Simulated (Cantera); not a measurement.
Catalytic combustion on Pt

An isothermal plug-flow reactor at 575 K and 3.90 bar (inlet), inlet velocity 0.68 m/s, active area per volume 120 1/m; feed 2.07 % H2, 12.0 % O2, 86.0 % N2, equivalence ratio 0.086.

Detailed kinetics in Cantera: Deutschmann's 1995 Pt surface mechanism with GRI-Mech 3.0 gas chemistry. Catalytic surfaces can have several steady states; this one follows from the mechanism file's or the stated starting coverage. Mass transfer to the wall is taken as infinitely fast.

```json
[
 {"z (m)": "5.4e-05", "x H2": "0.0192", "x O2": "0.119", "x H2O": "0.00147", "θ free Pt": "0.258", "θ O*": "0.696", "θ OH*": "0.0454"},
 {"z (m)": "9e-05", "x H2": "0.0184", "x O2": "0.119", "x H2O": "0.00234", "θ free Pt": "0.247", "θ O*": "0.707", "θ OH*": "0.0457"},
 {"z (m)": "0.00015", "x H2": "0.0171", "x O2": "0.118", "x H2O": "0.00364", "θ free Pt": "0.231", "θ O*": "0.722", "θ OH*": "0.0461"},
 {"z (m)": "0.00025", "x H2": "0.0153", "x O2": "0.117", "x H2O": "0.00546", "θ free Pt": "0.208", "θ O*": "0.745", "θ OH*": "0.0463"},
 {"z (m)": "0.00042", "x H2": "0.0129", "x O2": "0.116", "x H2O": "0.00782", "θ free Pt": "0.178", "θ O*": "0.776", "θ OH*": "0.0460"},
 {"z (m)": "0.00069", "x H2": "0.0104", "x O2": "0.115", "x H2O": "0.0104", "θ free Pt": "0.144", "θ O*": "0.811", "θ OH*": "0.0446"},
 {"z (m)": "0.0012", "x H2": "0.00753", "x O2": "0.114", "x H2O": "0.0133", "θ free Pt": "0.106", "θ O*": "0.853", "θ OH*": "0.0413"},
 {"z (m)": "0.0019", "x H2": "0.00545", "x O2": "0.113", "x H2O": "0.0154", "θ free Pt": "0.0772", "θ O*": "0.885", "θ OH*": "0.0373"},
 {"z (m)": "0.0032", "x H2": "0.00359", "x O2": "0.112", "x H2O": "0.0173", "θ free Pt": "0.0512", "θ O*": "0.917", "θ OH*": "0.0319"},
 {"z (m)": "0.0054", "x H2": "0.00227", "x O2": "0.112", "x H2O": "0.0186", "θ free Pt": "0.0326", "θ O*": "0.941", "θ OH*": "0.0264"}
]
```
x: gas mole fraction; θ: surface coverage.
